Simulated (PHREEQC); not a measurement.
PHREEQC input (ion-association model, wateq4f.dat):

```
SOLUTION_MASTER_SPECIES
  An  An-  0  An  62.0  # stands for a non-complexing anion
SOLUTION_SPECIES
  An- = An-
    -log_k 0
    -gamma 3.0 0
PHASES
  Fix_H+
    H+ = H+
    -log_k 0
SOLUTION 1
  temp 25
  units mmol/kgw
  pH 7 charge
  Cl 0.00034
  Pb 0.00017
  Na 1
  An 1
END
SELECTED_OUTPUT 1
  -reset false
  -pH true
  -pe true
  -ionic_strength true
  -water true
  -totals Cl Na Pb
  -molalities Hfo_wOH Hfo_wOH2+ Hfo_wO- Hfo_sOH Hfo_sOH2+ Hfo_sO- Hfo_sOPb+ Hfo_wOPb+
  -saturation_indices Litharge Cotunnite Laurionite Halite
USER_PUNCH 1
  -headings sigma psi
  10 PUNCH EDL("sigma", "Hfo"), EDL("psi", "Hfo")
PRINT
  -reset false
USE solution 1
SURFACE 1
  Hfo_wOH 5.16854e-05 600 0.023
  Hfo_sOH 1.29213e-06
EQUILIBRIUM_PHASES 1
  Fix_H+ -3 HAn 10
    -force_equality true
  O2(g) -0.68 10
END
# ... the last block is repeated for the other 12 points of pH, with NaOH or the acid as the point needs
```

Selected output (columns that matter, 9 of 13 rows; pH added in front):

```
pH	mu	Na	Pb	m_Hfo_wOH	m_Hfo_wOH2+	m_Hfo_wO-	m_Hfo_sOH	m_Hfo_sOH2+	m_Hfo_sO-	si_Litharge	si_Cotunnite	si_Halite	sigma	psi
3	0.0020667	0.001	1.6972e-07	1.6185e-05	3.5331e-05	1.6984e-07	4.0453e-07	8.8308e-07	4.2452e-09	-13.578	-15.069	-11.094	0.252	0.23372
4.33	0.0010552	0.001	1.2906e-07	3.5251e-05	1.4466e-05	1.9679e-06	8.5341e-07	3.5021e-07	4.7642e-08	-11.013	-15.152	-11.082	0.089792	0.19799
5	0.0010141	0.001	3.0817e-08	3.8208e-05	1.0197e-05	3.2797e-06	8.5252e-07	2.2752e-07	7.3179e-08	-10.294	-15.773	-11.082	0.050421	0.1694
5.67	0.0010041	0.001	2.2383e-09	3.9278e-05	7.9763e-06	4.4309e-06	8.5472e-07	1.7357e-07	9.6421e-08	-10.096	-16.914	-11.082	0.026502	0.13679
7	0.0010005	0.001	7.2876e-12	3.9661e-05	6.3451e-06	5.6792e-06	8.6135e-07	1.378e-07	1.2334e-07	-9.9897	-19.468	-11.082	0.0059461	0.064239
8.33	0.0010026	0.0010027	7.4105e-14	3.9672e-05	5.8599e-06	6.1529e-06	8.6159e-07	1.2726e-07	1.3363e-07	-9.9552	-22.093	-11.08	-0.0009043	-0.012388
9	0.001011	0.0010113	1.7594e-14	3.9656e-05	5.6276e-06	6.4016e-06	8.6123e-07	1.2222e-07	1.3903e-07	-9.9376	-23.416	-11.077	-0.0043405	-0.050994
9.67	0.0010497	0.0010504	8.0642e-15	3.9592e-05	5.2379e-06	6.8557e-06	8.5984e-07	1.1375e-07	1.4889e-07	-9.9064	-24.725	-11.061	-0.010369	-0.088826
11	0.0020572	0.002061	2.1665e-14	3.7866e-05	3.0504e-06	1.0768e-05	8.2237e-07	6.6248e-08	2.3386e-07	-9.6717	-27.163	-10.78	-0.053948	-0.15476
```

The oxide is taken as insoluble; below pH 4 it would dissolve.
